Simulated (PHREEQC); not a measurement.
Make-up at 25 °C: 0.39 mol NiSO4 and 0.013 mol Na2SO4 per kg of water. Closed to the air; pH follows from the charge balance.

The numbers come from PHREEQC with the ion-association model, wateq4f.dat.

**Question.** The ionic strength comes out as 0.645 mol/kgw. What activity coefficients do SO4-2, HSO4-, NiOH+, Ni(SO4)2-2, Ni+2 get?

**Answer.** SO4-2 0.19, HSO4- 0.65, NiOH+ 0.74, Ni(SO4)2-2 0.31, Ni+2 0.31.

Precipitation was switched off in this run. Species that the database lacks are ignored.
